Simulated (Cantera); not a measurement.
A perfectly stirred reactor is fed with CH4 : O2 : N2 = 1 : 1.43 : 5.37 (molar parts), at 9.80 bar; it is adiabatic with a 500 K inlet, and is followed from long to short residence time, starting on the burning branch (τ in s: 0.034, 0.021, 0.012, 0.0075, 0.0045, 0.0027, 0.0016, 0.00099, 0.0006, 0.00036, 0.00022, 0.00013, 7.9e-05).

Model: GRI-Mech 3.0 (53 species, 325 reactions), integrated in Cantera.

Question: What does this change do: O2 1.43 to 0.98 parts?

Answer: 
```tsv
quantity	before	after
blow-out, bracketed by the residence times tried	burning at 0.130 ms, out at 79.0 µs	burning at 4.50 ms, out at 2.70 ms
x(CH4) at τ = 34.0 ms	0.000460	0.0293
x(O2) at τ = 34.0 ms	8.68e-5	0.00289
x(CO) at τ = 34.0 ms	0.0746	0.0508
x(C2H) at τ = 34.0 ms	7.81e-9	4.83e-9
x(CO2) at τ = 34.0 ms	0.0443	0.0309
x(CH4) at τ = 1.60 ms	0.00300	0.136
x(O2) at τ = 1.60 ms	0.00143	0.133
x(CO) at τ = 1.60 ms	0.0687	<1e-12
x(C2H) at τ = 1.60 ms	2.84e-7	<1e-12
x(CO2) at τ = 1.60 ms	0.0455	<1e-12
```

Question: What does this change do: CH4 1 to 0.66 parts?

Answer: 
```csv
quantity,before,after
"blow-out, bracketed by the residence times tried","burning at 0.130 ms, out at 79.0 µs","burning at 79.0 µs, the shortest tried"
x(CH4) at τ = 34.0 ms,0.000460,1.54e-6
x(O2) at τ = 34.0 ms,8.68e-5,0.0148
x(CO) at τ = 34.0 ms,0.0746,0.00302
x(C2H) at τ = 34.0 ms,7.81e-9,<1e-12
x(CO2) at τ = 34.0 ms,0.0443,0.0852
x(CH4) at τ = 1.60 ms,0.00300,2.52e-5
x(O2) at τ = 1.60 ms,0.00143,0.0168
x(CO) at τ = 1.60 ms,0.0687,0.00497
x(C2H) at τ = 1.60 ms,2.84e-7,1.51e-10
x(CO2) at τ = 1.60 ms,0.0455,0.0831
```
